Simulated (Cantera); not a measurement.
**c-C₄F₈ + HCl + H₂ (fluorocarbon and chlorocarbon gases)**

Charge: 1 mol c-C₄F₈, 0.024 mol HCl, 1 mol H₂, at 2248 K.

Cantera equilibrium calculation (NASA polynomials, part measured and part estimated; ideal gas, pure solids and liquids). Candidate condensed phases: C, C₆H₆, C₇H₈, C₈H₁₈; 118 gas species. The feed counts by its element totals alone. The tables' values for C₂F₄ are old estimates; treat these amounts as uncertain. Gases not in the tables: C₂F₆ and larger saturated fluorocarbons. Rates play no part.

```tsv
P (Pa)	log p F	log p HF	log p CF₄	log p CF₂	log p CF	log p CF₃	n C(graphite)
1	-5.14	-5.60	-12.42	-7.37	-7.00	-11.20	3.87
4.20	-4.52	-4.97	-9.96	-6.14	-6.39	-9.36	3.78
18	-3.93	-4.32	-7.58	-4.95	-5.79	-7.57	3.46
75	-3.41	-3.65	-5.50	-3.91	-5.27	-6.01	2.80
320	-2.99	-2.94	-3.83	-3.08	-4.85	-4.76	2.19
1300	-2.71	-2.25	-2.69	-2.51	-4.57	-3.91	2.11
5600	-2.49	-1.55	-1.82	-2.07	-4.35	-3.25	2.25
24000	-2.30	-0.89	-1.08	-1.70	-4.17	-2.70	2.36
100000	-2.14	-0.26	-0.42	-1.37	-4.00	-2.20	2.43
```
log p: log10 of the partial pressure in bar; n: condensed amount in mol.

From 1.00 Pa to 1.00 bar the condensed part is C(graphite). The main C-bearing gas is CF at 1.00 Pa and CF₄ at 1.00 bar. The share of C in condensed phases is highest at 1.00 Pa (96.7 %) and lowest at 13.0 mbar (52.7 %).
